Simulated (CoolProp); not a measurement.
Ammonia along the isobar 0.991 MPa: fugacity coefficient from the reference equation and from simpler models built on Tc = 405.6 K, pc = 11.36 MPa, ω = 0.256; each cubic takes its own stable root.

The numbers come from the reference Helmholtz-energy equation of state, Gao 2020 in CoolProp.

| T (K) | phase | reference | van der Waals | Redlich-Kwong | Peng-Robinson |
|---|---|---|---|---|---|
| 273.9 | liquid | 0.4193 | 0.9355 | 0.6907 | 0.4261 |
| 284.2 | liquid | 0.5941 | 0.9407 | 0.9205 | 0.6057 |
| 294.5 | liquid | 0.8159 | 0.9453 | 0.9278 | 0.8341 |
| 304.8 | gas | 0.9064 | 0.9494 | 0.9343 | 0.9243 |
| 315.1 | gas | 0.9180 | 0.9531 | 0.9400 | 0.9310 |
| 325.4 | gas | 0.9276 | 0.9565 | 0.9451 | 0.9370 |
| 335.7 | gas | 0.9357 | 0.9595 | 0.9496 | 0.9424 |
| 346 | gas | 0.9426 | 0.9623 | 0.9537 | 0.9472 |
| 356.3 | gas | 0.9485 | 0.9648 | 0.9573 | 0.9515 |
| 366.6 | gas | 0.9537 | 0.9671 | 0.9606 | 0.9554 |

At some of these states van der Waals, Redlich-Kwong gives the other phase, because its saturation line lies elsewhere.
